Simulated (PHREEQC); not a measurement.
Make-up at 25 °C: 0.0091 mol/kgw HCl, 0.039 mol/kgw CaCl2 and 0.00047 mol/kgw MnSO4. Closed to the air; pH follows from the charge balance.

The numbers come from PHREEQC with the ion-association model, wateq4f.dat.

The pH is 2.13. The ionic strength comes out as 0.127 mol/kgw and the total alkalinity comes out as -9.10 meq/kg.

| species | molality | activity | log γ |
|---|---|---|---|
| Cl- | 0.0870 | 0.0650 | -0.127 |
| Ca+2 | 0.0388 | 0.0142 | -0.438 |
| H+ | 0.00902 | 0.00736 | -0.088 |
| Mn+2 | 0.000414 | 0.000155 | -0.427 |
| SO4-2 | 0.000202 | 6.93e-5 | -0.464 |
| CaSO4 | 0.000190 | 0.000196 | 0.013 |
| HSO4- | 6.53e-5 | 4.96e-5 | -0.119 |
| MnCl+ | 5.33e-5 | 4.10e-5 | -0.115 |

This is a speciation only: nothing precipitates in the calculation.
